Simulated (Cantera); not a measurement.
Input (Python, Cantera) and output of one run.

```python
import numpy as np
import cantera as ct

gas_names = [...]  # 92 gases of nasa_gas.yaml made of C, H, N
cond_names = """
    C(gr) C6H6(L) C7H8(L) C8H18(L),n-octa
""".split()


# ... load() reads the species with a 1 bar reference pressure and builds the phases ...
atoms = {
    'C3H6': {'C': 3, 'H': 6},
    'NH3': {'N': 1, 'H': 3},
    'N2': {'N': 2},
}
top_T = {'C(gr)': 4500}  # K; cautious upper limits of use, not melting points


# ... equilibrate(T, P, feed) seeds the gas with the atoms and calls Mixture.equilibrate('TP', solver="vcs", rtol=1e-11, max_steps=5000) ...
results = []
feed = {'C3H6': 1, 'NH3': 1.9, 'N2': 6.7}  # mol
T = 548.15  # K
P = 13332.2  # Pa
mix = equilibrate(T, P, feed)
results.append((T, P, feed, dict(zip(mix.species_names, mix.species_moles))))
print(gas.report(threshold=0.001))
for i in range(1, mix.n_phases):
    print(f"{mix.phase(i).name:16s} {mix.phase_moles(i):12.5e} mol")
```

Output:

```
       temperature   548.15 K
          pressure   13332 Pa
           density   0.06889 kg/m^3
  mean mol. weight   23.55 kg/kmol
   phase of matter   gas

                          1 kg             1 kmol
                     ---------------   ---------------
          enthalpy       -4.0551e+05       -9.5497e+06  J
   internal energy       -5.9904e+05       -1.4107e+07  J
           entropy            9735.2        2.2926e+05  J/K
    Gibbs function       -5.7419e+06       -1.3522e+08  J
 heat capacity c_p            1462.4             34439  J/K
 heat capacity c_v            1109.3             26124  J/K

                      mass frac. Y      mole frac. X     chem. pot. / RT
                     ---------------   ---------------   ---------------
               CH4           0.16104           0.23639           -42.963
                H2          0.005374          0.062777           -21.036
                N2           0.83345           0.70064           -25.954
     [  +89 minor]        0.00013931        0.00019252

C(gr)             4.19245e-01 mol
```

Method: chemical equilibrium by Gibbs-energy minimisation in Cantera with the NASA 1993 tables (ideal gas, pure condensed phases).
